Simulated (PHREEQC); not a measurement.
Make-up at 65 °C: 88 mmol/kgw NH4HS and 0.098 mmol/kgw Cs2SO4. It is in equilibrium with CO2 at log p = -3.5 (atm). Otherwise closed; pH follows from the charge balance.

All values are PHREEQC results (ion-association model, wateq4f.dat), not measurements.

This is a speciation only: nothing precipitates in the calculation.

**Question.** What pH, ionic strength does the model give?

**Answer.** pH 7.37; ionic strength 0.0785 mol/kgw.

**Question.** In which forms is C present?

**Answer.** HCO3- 94 %, CO2 6.1 % of the C.

Species that the database lacks are ignored. Away from 25 °C the constants follow the database's enthalpies or fits; those with neither stay at their 25 °C values. The polysulfide entries of wateq4f.dat were taken out for this run.
